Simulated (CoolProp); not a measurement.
1-butene along the isotherm 525 K: fugacity coefficient from the reference equation and from simpler models built on Tc = 419.3 K, pc = 40.06 bar, ω = 0.192; each cubic takes its own stable root.

Values from CoolProp's reference Helmholtz-energy equation of state, Lemmon 2005. It is a short technical equation, of lower accuracy than the large ones.

| p (bar) | phase | reference | Redlich-Kwong | Soave-Redlich-Kwong |
|---|---|---|---|---|
| 28.6 | gas | 0.8870 | 0.8809 | 0.8943 |
| 57.2 | supercritical | 0.7846 | 0.7734 | 0.7998 |
| 85.8 | supercritical | 0.6959 | 0.6813 | 0.7197 |
| 114 | supercritical | 0.6264 | 0.6119 | 0.6582 |
| 143 | supercritical | 0.5744 | 0.5624 | 0.6130 |
| 172 | supercritical | 0.5382 | 0.5290 | 0.5819 |
| 200 | supercritical | 0.5141 | 0.5070 | 0.5615 |
| 229 | supercritical | 0.4971 | 0.4918 | 0.5477 |
| 258 | supercritical | 0.4860 | 0.4822 | 0.5395 |
| 286 | supercritical | 0.4796 | 0.4770 | 0.5356 |
| 315 | supercritical | 0.4765 | 0.4748 | 0.5350 |
| 343 | supercritical | 0.4762 | 0.4753 | 0.5371 |
| 372 | supercritical | 0.4783 | 0.4781 | 0.5416 |
| 401 | supercritical | 0.4825 | 0.4828 | 0.5483 |
